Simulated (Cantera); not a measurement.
A closed system holds: 1 mol C2H2, 0.96 mol NH3, held at 1.00 bar.

Equilibrium computed with Cantera from the NASA thermochemical tables; the gas is ideal and each condensed phase is pure. Candidate condensed phases: C, C6H6, C7H8, C8H18; 92 gas species. Rates play no part.

x: gas mole fraction; n: condensed amount in mol.

```tsv
T (K)	x H2	x N2	x CH4	x HCN	x H	n C(graphite)
875	0.632	0.193	0.175	1.83e-7	3.99e-11	1.57
1075	0.802	0.169	0.0290	5.84e-6	1.31e-8	1.92
1275	0.828	0.165	0.00636	6.03e-5	6.71e-7	1.98
1475	0.833	0.165	?	?	?	1.99
1675	0.834	0.164	0.000838	0.00118	0.000106	1.99
1875	0.833	0.163	0.000420	0.00321	0.000598	1.99
2075	0.828	0.160	?	?	?	1.97
2275	0.818	0.156	0.000150	0.0136	0.00768	1.94
```

Q: What belongs in the gaps?

A: 
- 2075, x CH4: 0.000240
- 2075, x HCN: 0.00714
- 2075, x H: 0.00242
- 1475, x CH4: 0.00202
- 1475, x HCN: 0.000327
- 1475, x H: 1.18e-5
